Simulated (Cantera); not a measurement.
Mixture: 6.38 % CH₄, 19.6 % O₂, 74.0 % N₂, equivalence ratio 0.65, at 0.493 atm, adiabatic and at constant volume. Ignition delay is the time to a rise of 400 K.

Model: GRI-Mech 3.0 (53 species, 325 reactions), integrated in Cantera.

**Question.** Predict: delay at 1200 K; delay at 1400 K; delay at 1600 K; delay at 1800 K; delay at 2000 K; apparent activation energy between 1800 and 2000 K.

**Answer.** 
```
Item                                                     Value
--------------------------------------------------  ----------
delay at 1200 K                                        62.1 ms
delay at 1400 K                                        4.60 ms
delay at 1600 K                                       0.734 ms
delay at 1800 K                                       0.197 ms
delay at 2000 K                                        70.8 µs
apparent activation energy between 1800 and 2000 K  150 kJ/mol
```
